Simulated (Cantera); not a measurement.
An adiabatic, constant-volume homogeneous reactor starts with 3.58 % CH3OH, 22.9 % O2, 63.1 % N2, 10.4 % H2O, equivalence ratio 0.23, at 1125 K and 1700000 Pa.

Model: GRI-Mech 3.0 (53 species, 325 reactions), integrated in Cantera. GRI-Mech 3.0 was tuned for natural gas; its chemistry of methanol as a main component is partial and can be far from experiment. The pressure lies above the range GRI-Mech 3.0 was tuned for (to about 10 atm).

Question: Predict: time of steepest temperature rise; temperature at 2.00 s; equilibrium temperature; x(O2) at 2.00 s; x(H2O) at 2.00 s.

Answer: 
| Quantity | Result |
|---|---|
| time of steepest temperature rise | 4.56 ms |
| temperature at 2.00 s | 1912 K |
| equilibrium temperature | 1909 K |
| x(O2) at 2.00 s | 0.170 (gas-phase equilibrium 0.170) |
| x(H2O) at 2.00 s | 0.172 (gas-phase equilibrium 0.172) |
